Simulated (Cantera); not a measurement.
Cantera run:

```python
import numpy as np
import cantera as ct

gas_names = """
    H HO2 H2 H2O H2O2 Li LiH LiO LiOH Li2 Li2O Li2O2 Li2O2H2 O OH O2 O3
""".split()
cond_names = """
    H2O(s) H2O(L) Li(cr) Li(L) LiH(s) LiH(L) LiOH(s) LiOH(L) Li2O(s) Li2O(L)
""".split()


def load(file, names, dense=False):
    # The tables refer to 1 bar. Condensed volumes are neglected.
    table = {s.name: s for s in ct.Species.list_from_file(file)}
    out = []
    for n in names:
        d = dict(table[n].input_data)
        d["thermo"] = dict(d["thermo"], **{"reference-pressure": 1e5})
        if dense:
            d["equation-of-state"] = {"model": "constant-volume", "density": "1e6 g/cm^3"}
        out.append(ct.Species.from_dict(d))
    return out


gas = ct.Solution(thermo="ideal-gas", species=load("nasa_gas.yaml", gas_names))
cond = {s.name: ct.Solution(thermo="fixed-stoichiometry", species=[s], name=s.name)
        for s in load("nasa_condensed.yaml", cond_names, dense=True)}
atoms = {
    'LiOH': {'Li': 1, 'O': 1, 'H': 1},
    'H2': {'H': 2},
    'O2': {'O': 2},
}
top_T = {}  # K; cautious upper limits of use, not melting points


def equilibrate(T, P, feed):
    n = {}
    for name, mol in feed.items():
        for a, k in atoms[name].items():
            n[a] = n.get(a, 0.0) + k * mol
    gas.TPX = T, P, n
    mass = sum(n.values()) * gas.mean_molecular_weight
    gas.equilibrate("TP")
    valid = [c for c in cond.values() if c.min_temp <= T <= top_T.get(c.name, c.max_temp)]
    mix = ct.Mixture([(gas, mass / gas.mean_molecular_weight)] + [(c, 0.0) for c in valid])
    mix.T, mix.P = T, P
    mix.equilibrate("TP", solver="vcs", rtol=1e-11, max_steps=5000)
    return mix


results = []
feed = {'LiOH': 1, 'H2': 0.082, 'O2': 12}  # mol
P = 820  # Pa
for T in [925, 1000, 1075, 1150, 1225, 1300, 1375, 1450, 1525, 1600, 1675, 1750, 1825, 1900]:
    mix = equilibrate(T, P, feed)
    results.append((T, P, feed, dict(zip(mix.species_names, mix.species_moles))))
    x = sorted(zip(gas.X, gas.species_names), reverse=True)
    print(f"T = {T:g} K  P = {P:g} Pa  gas = {mix.phase_moles(0):.4g} mol")
    print("   x: " + "  ".join(f"{s} {v:.3e}" for v, s in x if v > 1e-05))
    print("   condensed (mol): " + ("  ".join(f"{mix.phase(i).name} {mix.phase_moles(i):.4g}"
          for i in range(1, mix.n_phases) if mix.phase_moles(i) > 1e-12) or "none"))
```

Result:

```
T = 925 K  P = 820 Pa  gas = 12.54 mol
   x: O2 9.536e-01  H2O 4.640e-02
   condensed (mol): Li2O(s) 0.4999
T = 1000 K  P = 820 Pa  gas = 12.54 mol
   x: O2 9.536e-01  H2O 4.638e-02  LiOH 5.133e-05
   condensed (mol): Li2O(s) 0.4997
T = 1075 K  P = 820 Pa  gas = 12.54 mol
   x: O2 9.535e-01  H2O 4.628e-02  LiOH 2.433e-04
   condensed (mol): Li2O(s) 0.4985
T = 1150 K  P = 820 Pa  gas = 12.55 mol
   x: O2 9.532e-01  H2O 4.592e-02  LiOH 9.136e-04
   condensed (mol): Li2O(s) 0.4942
T = 1225 K  P = 820 Pa  gas = 12.56 mol
   x: O2 9.522e-01  H2O 4.489e-02  LiOH 2.878e-03  OH 1.356e-05
   condensed (mol): Li2O(s) 0.4818
T = 1300 K  P = 820 Pa  gas = 12.59 mol
   x: O2 9.499e-01  H2O 4.232e-02  LiOH 7.747e-03  OH 3.309e-05  Li2O2H2 1.303e-05
   condensed (mol): Li2O(s) 0.451
T = 1375 K  P = 820 Pa  gas = 12.65 mol
   x: O2 9.450e-01  H2O 3.700e-02  LiOH 1.788e-02  OH 7.028e-05  Li2O2H2 1.991e-05  Li2O 1.296e-05
   condensed (mol): Li2O(s) 0.3864
T = 1450 K  P = 820 Pa  gas = 12.77 mol
   x: O2 9.368e-01  LiOH 3.485e-02  H2O 2.808e-02  OH 1.276e-04  Li2O 8.166e-05  Li2O2H2 2.474e-05  O 2.147e-05
   condensed (mol): Li2O(s) 0.2761
T = 1525 K  P = 820 Pa  gas = 12.91 mol
   x: O2 9.263e-01  LiOH 5.586e-02  H2O 1.704e-02  Li2O 4.248e-04  OH 1.926e-04  O 6.020e-05  Li 3.569e-05  Li2O2 2.704e-05  LiO 2.619e-05  Li2O2H2 2.323e-05
   condensed (mol): Li2O(s) 0.1329
T = 1600 K  P = 820 Pa  gas = 13.04 mol
   x: O2 9.167e-01  LiOH 7.258e-02  H2O 8.188e-03  Li2O 1.796e-03  OH 2.432e-04  Li 1.804e-04  O 1.533e-04  LiO 9.921e-05  Li2O2 8.810e-05  Li2O2H2 1.578e-05
   condensed (mol): none
T = 1675 K  P = 820 Pa  gas = 13.05 mol
   x: O2 9.162e-01  LiOH 7.183e-02  H2O 8.465e-03  Li2O 2.011e-03  Li 4.320e-04  OH 4.278e-04  O 3.611e-04  LiO 1.834e-04  Li2O2 7.822e-05
   condensed (mol): none
T = 1750 K  P = 820 Pa  gas = 13.06 mol
   x: O2 9.154e-01  LiOH 7.079e-02  H2O 8.804e-03  Li2O 2.187e-03  Li 9.504e-04  O 7.904e-04  OH 7.200e-04  LiO 3.185e-04  Li2O2 6.882e-05
   condensed (mol): none
T = 1825 K  P = 820 Pa  gas = 13.08 mol
   x: O2 9.138e-01  LiOH 6.932e-02  H2O 9.250e-03  Li2O 2.292e-03  Li 1.931e-03  O 1.622e-03  OH 1.169e-03  LiO 5.202e-04  Li2O2 5.940e-05  H 1.309e-05
   condensed (mol): none
T = 1900 K  P = 820 Pa  gas = 13.11 mol
   x: O2 9.111e-01  LiOH 6.718e-02  H2O 9.861e-03  Li 3.630e-03  O 3.145e-03  Li2O 2.293e-03  OH 1.842e-03  LiO 7.994e-04  Li2O2 4.967e-05  H 3.378e-05  H2 1.486e-05
   condensed (mol): none
```

Cantera equilibrium calculation (NASA polynomials, part measured and part estimated; ideal gas, pure solids and liquids). Condensed phases not in the tables: the peroxide.
